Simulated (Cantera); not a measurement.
What does this Cantera script print?

```python
import numpy as np
import cantera as ct

gas = ct.Solution("gri30.yaml")
gas.TPX = 1775, 100000, {'CH4': 1, 'N2': 27}
inlet = ct.Reservoir(gas, clone=True)

reactor = ct.IdealGasConstPressureReactor(gas, energy="off", clone=False)
exhaust = ct.Reservoir(gas, clone=True)
tau = [2.2, 0.71, 0.22, 0.071, 0.023, 0.0072, 0.0023, 0.00073, 0.00023][0]
for a, b in ((inlet, reactor), (reactor, exhaust)):
    ct.MassFlowController(a, b, mdot=lambda t: reactor.mass / tau)
net = ct.ReactorNet([reactor])
show = ['CH4', 'C2H4', 'C2H', 'C2H2', 'H2', 'H']

rows = []
print(f"{'tau/s':>10s}{'T/K':>9s}" + "".join(f"{s:>11s}" for s in show))
for tau in [2.2, 0.71, 0.22, 0.071, 0.023, 0.0072, 0.0023, 0.00073, 0.00023]:
    net.initial_time = 0.0
    net.advance(30 * tau)
    before = gas.X
    net.advance(40 * tau)
    drift = np.max(np.abs(gas.X - before) / (gas.X + 1e-9))
    rows.append([gas.T, *gas[show].X, drift])
    print(f"{tau:10.3e}{gas.T:9.1f}" + "".join(f"{x:11.3e}" for x in gas[show].X))
```

It prints:

```
     tau/s      T/K        CH4       C2H4        C2H       C2H2         H2          H
 2.200e+00   1775.0  1.342e-03  2.534e-05  1.651e-07  1.653e-02  4.968e-02  6.317e-05
 7.100e-01   1775.0  2.351e-03  2.940e-05  1.591e-07  1.604e-02  4.819e-02  6.088e-05
 2.200e-01   1775.0  4.180e-03  4.445e-05  1.488e-07  1.512e-02  4.549e-02  5.697e-05
 7.100e-02   1775.0  7.161e-03  9.115e-05  1.330e-07  1.360e-02  4.106e-02  5.111e-05
 2.300e-02   1775.0  1.177e-02  2.236e-04  1.102e-07  1.118e-02  3.413e-02  4.283e-05
 7.200e-03   1775.0  1.822e-02  5.515e-04  7.913e-08  7.649e-03  2.430e-02  3.200e-05
 2.300e-03   1775.0  2.527e-02  1.034e-03  4.281e-08  3.656e-03  1.340e-02  1.998e-05
 7.300e-04   1775.0  3.163e-02  8.925e-04  1.066e-08  6.967e-04  4.277e-03  8.343e-06
 2.300e-04   1775.0  3.495e-02  1.395e-04  6.232e-10  2.253e-05  5.597e-04  2.051e-06
```

Model: GRI-Mech 3.0 (53 species, 325 reactions), integrated in Cantera. GRI-Mech 3.0 stops at C3 and has no aromatics, soot or wall deposition, so with more carbon than oxygen in the feed, carbon stays in small species such as C2H2 where larger ones or solid carbon would form.
